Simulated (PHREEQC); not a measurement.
# Copper plating or etch bath

Consider water at 25 °C with 11 mmol/kgw Cu(BF4)2, 6.2 mmol/kgw HNO3 and 1.5 mmol/kgw H3BO3. Closed to the air; pH follows from the charge balance.

Model: ion-association model, phreeqc.dat, run in PHREEQC.

Precipitation was switched off in this run.

Question: Estimate the pH, ionic strength.

Answer: pH 2.28; ionic strength 0.0389 mol/kgw.

Question: In which forms is F present?

Answer: BF4- 88 %, HF 6.1 %, BF3OH- 4.5 %, F- 0.9 %, BF2(OH)2- 0.8 % of the F.

Complexes and solids missing from the database can't appear. Real BF4- forms and hydrolyses slowly; the run takes it at equilibrium.
